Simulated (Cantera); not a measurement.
Feed: 1 mol Fe2O3, 4.2 mol O2, 0.46 mol H2O, held at 527 °C and 35.0 mbar.

Method: chemical equilibrium by Gibbs-energy minimisation in Cantera with the NASA 1993 tables (ideal gas, pure condensed phases). Candidate condensed phases: Fe, FeO, Fe(OH)2, Fe(OH)3, Fe2O3, Fe3O4, H2O; 12 gas species. Kinetics and transport are ignored.

### Question
What is the equilibrium state?

### Answer
| Property | Result |
|---|---|
| x(O2) | 0.901 |
| x(H2O) | 0.0987 |
| n(Fe2O3(s)) | 1.00 mol |
| gas amount | 4.660 mol |
| log10 activity of Fe(OH)3(s) (absent) | -11.43 |
| log10 activity of Fe(OH)2(s) (absent) | -11.93 |
| log10 activity of Fe(α) (absent) | -18.83 |
